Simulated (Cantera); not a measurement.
What does this Cantera script print?

```python
import numpy as np
import cantera as ct

gas = ct.Solution("gri30.yaml")
gas.TPX = 875, 13332, {'CO': 0.0044, 'O2': 0.0024, 'H2O': 0.053, 'N2': 1}
reactor = ct.IdealGasConstPressureReactor(gas, energy="off", clone=False)
net = ct.ReactorNet([reactor])
net.rtol, net.atol = 1e-08, 1e-18
show = ['CO', 'O2', 'H2O', 'NO', 'H2', 'H']
times = np.geomspace(3e-06, 30, 11)

steps = ct.SolutionArray(gas, extra=["t"])
rows = []
print(f"{'t/s':>10s}{'T/K':>9s}{'P/Pa':>11s}" + "".join(f"{s:>11s}" for s in show))
for t in times:
    while net.time < t:
        t_next = net.step()
        steps.append(gas.state, t=t_next)
    rows.append([np.interp(t, steps.t, y) for y in (steps.T, steps.P, *steps(*show).X.T)])
    print(f"{t:10.3e}{rows[-1][0]:9.1f}{rows[-1][1]:11.4g}" + "".join(f"{x:11.3e}" for x in rows[-1][2:]))
rate = np.gradient(steps.T, steps.t)
print("integrator steps:", len(steps.t))
if steps.T.max() > steps.T[0] + 200:
    print(f"time of steepest temperature rise: {steps.t[rate.argmax()]:.4e} s")
gas.TPX = 875, 13332, {'CO': 0.0044, 'O2': 0.0024, 'H2O': 0.053, 'N2': 1}
gas.equilibrate("TP")
print(f"equilibrium (TP): T = {gas.T:.1f} K  " + "  ".join(f"{s} {gas[s].X[0]:.3e}" for s in show))
```

Output:

```
       t/s      T/K       P/Pa         CO         O2        H2O         NO         H2          H
 3.000e-06    875.0  1.333e+04  4.152e-03  2.265e-03  5.001e-02  2.186e-32  3.628e-24  5.111e-21
 1.504e-05    875.0  1.333e+04  4.152e-03  2.265e-03  5.001e-02  2.851e-31  6.336e-23  7.400e-20
 7.536e-05    875.0  1.333e+04  4.152e-03  2.265e-03  5.001e-02  4.144e-30  3.353e-21  1.672e-18
 3.777e-04    875.0  1.333e+04  4.152e-03  2.265e-03  5.001e-02  9.655e-29  5.749e-19  8.877e-17
 1.893e-03    875.0  1.333e+04  4.152e-03  2.265e-03  5.001e-02  2.871e-27  1.731e-16  5.670e-15
 9.487e-03    875.0  1.333e+04  4.152e-03  2.265e-03  5.001e-02  8.455e-26  3.119e-14  1.716e-13
 4.755e-02    875.0  1.333e+04  4.152e-03  2.265e-03  5.001e-02  2.794e-24  2.614e-12  2.668e-12
 2.383e-01    875.0  1.333e+04  4.152e-03  2.265e-03  5.001e-02  2.710e-20  1.014e-09  4.572e-10
 1.194e+00    875.0  1.333e+04  1.262e-03  9.801e-04  4.974e-02  2.747e-09  3.048e-04  4.923e-05
 5.986e+00    875.0  1.333e+04  1.147e-05  2.140e-04  5.007e-02  4.134e-09  3.853e-05  1.323e-06
 3.000e+01    875.0  1.333e+04  3.403e-07  1.907e-04  5.011e-02  4.083e-09  2.892e-06  1.400e-08
integrator steps: 1276
equilibrium (TP): T = 875.0 K  CO 3.937e-13  O2 1.890e-04  H2O 5.011e-02  NO 2.150e-07  H2 1.251e-11  H 4.891e-16
```

Computed with Cantera and GRI-Mech 3.0 (53 species, 325 reactions).
